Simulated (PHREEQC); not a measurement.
Solution (25 °C): 0.144 mol HF, 0.00021 mol (CH3)4NF, 0.00014 mol H4SiO4 and 0.0026 mol HCl per kg of water. Closed to the air; pH follows from the charge balance.

Model: ion-association model, phreeqc.dat, run in PHREEQC.

| Property | Result |
|---|---|
| pH | 1.90 |
| ionic strength | 0.0144 mol/kgw |
| total alkalinity | -147 meq/kg |

| species | molality | activity | log γ |
|---|---|---|---|
| HF | 0.128 | 0.129 | 0.001 |
| H+ | 0.0141 | 0.0127 | -0.045 |
| F- | 0.00765 | 0.00676 | -0.054 |
| HF2- | 0.00376 | 0.00333 | -0.052 |
| Cl- | 0.00260 | 0.00230 | -0.053 |
| (CH3)4N+ | 0.000210 | 0.000186 | -0.053 |
| SiF6-2 | 0.000140 | 8.74e-5 | -0.205 |

No solid was allowed to form. Complexes and solids missing from the database can't appear. (CH3)4N+ isn't in the database: it is added as a free cation with an ion size of 4 Å. SiF6-2 is the database's only silicon fluoride.
